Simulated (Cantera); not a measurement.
A Cantera script and what it prints.

```python
import numpy as np
import cantera as ct

gas_names = """
    B BN B2 N N2
""".split()
cond_names = """
    B(b) B(L) BN(s)
""".split()


def load(file, names, dense=False):
    # The tables refer to 1 bar. Condensed volumes are neglected.
    table = {s.name: s for s in ct.Species.list_from_file(file)}
    out = []
    for n in names:
        d = dict(table[n].input_data)
        d["thermo"] = dict(d["thermo"], **{"reference-pressure": 1e5})
        if dense:
            d["equation-of-state"] = {"model": "constant-volume", "density": "1e6 g/cm^3"}
        out.append(ct.Species.from_dict(d))
    return out


gas = ct.Solution(thermo="ideal-gas", species=load("nasa_gas.yaml", gas_names))
cond = {s.name: ct.Solution(thermo="fixed-stoichiometry", species=[s], name=s.name)
        for s in load("nasa_condensed.yaml", cond_names, dense=True)}
atoms = {
    'BN': {'B': 1, 'N': 1},
    'N2': {'N': 2},
}
top_T = {'BN(s)': 3200}  # K; cautious upper limits of use, not melting points


def equilibrate(T, P, feed):
    n = {}
    for name, mol in feed.items():
        for a, k in atoms[name].items():
            n[a] = n.get(a, 0.0) + k * mol
    gas.TPX = T, P, n
    mass = sum(n.values()) * gas.mean_molecular_weight
    gas.equilibrate("TP")
    valid = [c for c in cond.values() if c.min_temp <= T <= top_T.get(c.name, c.max_temp)]
    mix = ct.Mixture([(gas, mass / gas.mean_molecular_weight)] + [(c, 0.0) for c in valid])
    mix.T, mix.P = T, P
    mix.equilibrate("TP", solver="vcs", rtol=1e-11, max_steps=5000)
    return mix


results = []
feed = {'BN': 1, 'N2': 3.1}  # mol
P = 1000  # Pa
for T in [2450, 2475, 2500, 2525, 2550, 2575, 2600, 2625, 2650, 2675]:
    mix = equilibrate(T, P, feed)
    results.append((T, P, feed, dict(zip(mix.species_names, mix.species_moles))))

top = {s: max(r[3][s] / sum(r[3][g] for g in gas_names) for r in results) for s in gas_names}
cols = sorted((s for s in top if top[s] > 1e-05), key=lambda s: -top[s])[:9]
seen = [c for c in cond_names if any(r[3].get(c, 0) > 1e-12 for r in results)]
print("log10 of partial pressures in bar; condensed amounts in mol")
print(f"{'T/K':>10s}" + "".join(f"{s[:9]:>10s}" for s in cols + seen))
for T, P, feed, n in results:
    ng = sum(n[g] for g in gas_names)
    print(f"{T:10.4g}" + "".join(f"{np.log10(max(n[s] / ng * P / 1e5, 1e-99)):10.3f}" for s in cols)
          + "".join(f"{n.get(c, 0):10.4g}" for c in seen))
```

It prints:

```
log10 of partial pressures in bar; condensed amounts in mol
       T/K        N2         B        BN        B2         N      B(L)
      2450    -2.002    -4.275    -5.655    -8.081    -7.741      0.98
      2475    -2.003    -4.167    -5.566    -7.930    -7.637    0.9743
      2500    -2.004    -4.062    -5.480    -7.782    -7.536    0.9673
      2525    -2.005    -3.959    -5.396    -7.637    -7.437    0.9585
      2550    -2.006    -3.858    -5.313    -7.495    -7.340    0.9476
      2575    -2.008    -3.759    -5.232    -7.356    -7.245     0.934
      2600    -2.010    -3.662    -5.153    -7.220    -7.152    0.9172
      2625    -2.012    -3.567    -5.076    -7.086    -7.061    0.8965
      2650    -2.015    -3.474    -5.001    -6.955    -6.972    0.8709
      2675    -2.019    -3.382    -4.927    -6.827    -6.886    0.8395
```

Equilibrium computed with Cantera from the NASA thermochemical tables; the gas is ideal and each condensed phase is pure.
